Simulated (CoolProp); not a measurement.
The fluid at 298.15 K and 1.37 MPa is throttled through a valve to 0.731 MPa with no heat exchange. The same conditions are run with several fluids, on thermodynamics alone (safety and materials aside).

The numbers come from the reference Helmholtz-energy equation of state of each fluid (methane: Setzmann 1991; hydrogen chloride: Thol 2018; oxygen: Schmidt 1985; ethane: Bücker 2006; dry air: Lemmon 2000) in CoolProp. Blends and air are pseudo-pure fits.

Q: Rank methane, hydrogen chloride, oxygen, ethane, dry air by temperature change (K), highest first.

A: dry air (-1.4), oxygen (-1.7), methane (-2.8), ethane (-7.7), hydrogen chloride (-10.2)

```json
[
 {"fluid": "methane", "final density (kg/m³)": "4.84"},
 {"fluid": "hydrogen chloride", "final density (kg/m³)": "11.7"},
 {"fluid": "oxygen", "final density (kg/m³)": "9.54"},
 {"fluid": "ethane", "final density (kg/m³)": "9.70"},
 {"fluid": "dry air", "final density (kg/m³)": "8.60"}
]
```
